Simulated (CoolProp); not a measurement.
Vapour-liquid equilibrium of R125 (1) + ethanol (2) at 0.0539 MPa; x and y are mole fractions of (1).

Computed with CoolProp (multi-fluid Helmholtz-energy mixture model, Lemmon 2005 and Schroeder 2014; pair parameters Bell 2016).

Give the bubble temperature and the first vapour's composition at x = 0.05, 0.45, 0.55. Is there an azeotrope?

x = 0.05: -18.1 °C, y = 0.993; x = 0.45: -53.8 °C, y = 1.000; x = 0.55: -55.1 °C, y = 1.000. No azeotrope shows between x = 0.05 and 0.95.

Pair parameters are fitted to limited data, so mixtures are less certain than the pure fluids. With so large a gap from Raoult's law the liquid may split in two, which this calculation doesn't test in full.
